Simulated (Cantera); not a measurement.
Stirred combustor or abatement burner

A perfectly stirred reactor is fed with CH4 : H2 : O2 : N2 = 1 : 0.39 : 2.24 : 11 (molar parts), equivalence ratio 0.98, at 1.10 bar; it is adiabatic with a 600 K inlet, and is followed from long to short residence time, starting on the burning branch (τ in s: 0.07, 0.033, 0.015, 0.0072, 0.0034, 0.0016, 0.00074, 0.00035, 0.00016, 7.6e-05, 3.6e-05).

Computed with Cantera and GRI-Mech 3.0 (53 species, 325 reactions).

```tsv
τ (s)	T (K)	x CH4	x H2	x O2	x CH2	x C2H2
0.070	2164	4.52e-6	0.00324	0.00691	1.83e-7	1.28e-9
0.033	2147	7.78e-6	0.00392	0.00783	3.20e-7	2.80e-9
0.015	2122	1.33e-5	0.00492	0.00910	5.38e-7	5.55e-9
0.0072	2091	2.19e-5	0.00612	0.0106	8.31e-7	9.75e-9
0.0034	2052	3.67e-5	0.00760	0.0124	1.24e-6	1.72e-8
0.0016	2005	6.32e-5	0.00929	0.0144	1.81e-6	3.18e-8
0.00074	1950	0.000115	0.0111	0.0168	2.65e-6	6.57e-8
0.00035	1890	0.000220	0.0129	0.0195	3.91e-6	1.54e-7
0.00016	1821	0.000478	0.0147	0.0234	6.31e-6	4.73e-7
7.6e-5	1741	0.00125	0.0168	0.0303	1.19e-5	2.19e-6
3.6e-5	600	0.0684	0.0267	0.153	<1e-12	<1e-12
```
x: mole fraction; the columns are a selection and need not sum to one.
